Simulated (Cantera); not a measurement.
Feed: 1 mol SiH4, 8.7 mol NO, 0.4 mol H2, at 750 °C and 0.000500 bar.

These are equilibrium values from Cantera (NASA tables, ideal gas, pure condensed phases), not measurements of a reactor. Candidate condensed phases: H2O, Si, SiO2, Si2N2O, Si3N4; 35 gas species. Rates play no part.

Task: What is the equilibrium state?

Result: 
```json
{
  "x(N2)": "0.489",
  "x(H2O)": "0.270",
  "x(O2)": "0.242",
  "x(NO)": "3.39e-5",
  "x(OH)": "2.03e-6",
  "n(SiO2(β-quartz))": "1.00 mol",
  "gas_amount": "8.900 mol",
  "log10 activity of Si(s) (absent)": "-33.15"
}
```
